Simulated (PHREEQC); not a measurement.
Solution (20 °C and 100 atm): 0.032 mol H3BO3 per kg of water. Closed to the air; pH follows from the charge balance.

Equilibrium calculation in PHREEQC: ion-association model, phreeqc.dat.

Each row changes one thing in this solution. This is a speciation only: nothing precipitates in the calculation.

```
case                                  pH  ionic strength (mol/kgw)  H2BO3- (mol/kgw)
----------------------------------  ----  ------------------------  ----------------
as made                             5.35                   4.45e-6           4.44e-6
0.0016 mol/kgw NaCl added           5.35                   0.00161           4.63e-6
diluted 5-fold with water           5.70                   1.99e-6           1.98e-6
H3BO3 from 0.032 to 0.0288 mol/kgw  5.38                   4.22e-6           4.22e-6
temperature from 20 to 80 °C        5.15                   7.08e-6           7.04e-6
H3BO3 from 0.032 to 0.016 mol/kgw   5.50                   3.14e-6           3.14e-6
diluted 2-fold with water           5.50                   3.14e-6           3.14e-6
```

Under pressure, the constants of complexes without a molar volume in the database are unreliable. At this temperature some constants are extrapolated from 25 °C, and those without enthalpy data are left unchanged.
